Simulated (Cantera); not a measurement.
Cantera run, input and output.

```python
import numpy as np
import cantera as ct

gas = ct.Solution("h2o2.yaml")
gas.TPX = 1250, 3700, {'H2': 0.18, 'O2': 1}
reactor = ct.IdealGasConstPressureReactor(gas, energy="off", clone=False)
net = ct.ReactorNet([reactor])
net.rtol, net.atol = 1e-08, 1e-18
show = ['H2', 'O2', 'HO2', 'OH', 'H2O']
times = np.geomspace(2e-06, 8, 15)

steps = ct.SolutionArray(gas, extra=["t"])
rows = []
print(f"{'t/s':>10s}{'T/K':>9s}{'P/Pa':>11s}" + "".join(f"{s:>11s}" for s in show))
for t in times:
    while net.time < t:
        t_next = net.step()
        steps.append(gas.state, t=t_next)
    rows.append([np.interp(t, steps.t, y) for y in (steps.T, steps.P, *steps(*show).X.T)])
    print(f"{t:10.3e}{rows[-1][0]:9.1f}{rows[-1][1]:11.4g}" + "".join(f"{x:11.3e}" for x in rows[-1][2:]))
rate = np.gradient(steps.T, steps.t)
print("integrator steps:", len(steps.t))
if steps.T.max() > steps.T[0] + 200:
    print(f"time of steepest temperature rise: {steps.t[rate.argmax()]:.4e} s")
gas.TPX = 1250, 3700, {'H2': 0.18, 'O2': 1}
gas.equilibrate("TP")
print(f"equilibrium (TP): T = {gas.T:.1f} K  " + "  ".join(f"{s} {gas[s].X[0]:.3e}" for s in show))
```

Output:

```
       t/s      T/K       P/Pa         H2         O2        HO2         OH        H2O
 2.000e-06   1250.0       3700  1.525e-01  8.475e-01  1.634e-09  1.030e-10  9.889e-12
 5.924e-06   1250.0       3700  1.525e-01  8.475e-01  4.842e-09  7.531e-10  2.227e-10
 1.755e-05   1250.0       3700  1.525e-01  8.475e-01  1.436e-08  4.733e-09  4.331e-09
 5.197e-05   1250.0       3700  1.525e-01  8.475e-01  4.289e-08  4.017e-08  9.245e-08
 1.539e-04   1250.0       3700  1.525e-01  8.474e-01  1.781e-07  3.510e-06  1.143e-05
 4.559e-04   1250.0       3700  1.987e-02  7.662e-01  1.797e-05  1.331e-02  1.034e-01
 1.350e-03   1250.0       3700  4.624e-03  7.786e-01  1.874e-05  8.517e-03  1.362e-01
 4.000e-03   1250.0       3700  1.735e-03  8.156e-01  1.638e-05  5.250e-03  1.559e-01
 1.185e-02   1250.0       3700  2.573e-04  8.317e-01  7.423e-06  2.013e-03  1.634e-01
 3.509e-02   1250.0       3700  3.034e-05  8.343e-01  1.698e-06  7.006e-04  1.647e-01
 1.039e-01   1250.0       3700  4.733e-06  8.347e-01  3.532e-07  2.813e-04  1.650e-01
 3.079e-01   1250.0       3700  9.936e-07  8.348e-01  9.054e-08  1.304e-04  1.651e-01
 9.119e-01   1250.0       3700  2.558e-07  8.348e-01  3.569e-08  6.666e-05  1.651e-01
 2.701e+00   1250.0       3700  7.865e-08  8.348e-01  2.934e-08  3.710e-05  1.651e-01
 8.000e+00   1250.0       3700  3.687e-08  8.349e-01  3.485e-08  2.538e-05  1.651e-01
integrator steps: 2014
equilibrium (TP): T = 1250.0 K  H2 3.262e-08  O2 8.349e-01  HO2 3.629e-08  OH 2.385e-05  H2O 1.651e-01
```

Computed with Cantera and the H2/O2 subset of GRI-Mech 3.0, which has no nitrogen chemistry. Radical loss at walls, strong at low pressure, is not modelled. The temperature is held fixed by assumption; the heat of reaction is taken as removed at once.
